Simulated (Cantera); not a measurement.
Feed: 1 mol Si, 4.2 mol Cl₂, 0.2 mol N₂, equilibrated at 900 K and 13.3 mbar.

Equilibrium computed with Cantera from the NASA thermochemical tables; the gas is ideal and each condensed phase is pure. Candidate condensed phases: Si, Si₃N₄; 13 gas species. Equilibrium is a limit: real reactors are often held back by kinetics, nucleation or transport.

Base state: Cl₂ 0.647, SiCl₄ 0.294, N₂ 0.0588, Cl 0.000515 (mole fractions); condensed: gas only.

**Question.** What changes in the equilibrium state with this change: pressure from 13.3 mbar to 2.00 Pa?

**Answer.** 
```tsv
species	before	after
Cl₂	0.647	0.636
SiCl₄	0.294	0.292
N₂	0.0588	0.0584
Cl	0.000515	0.0132
```
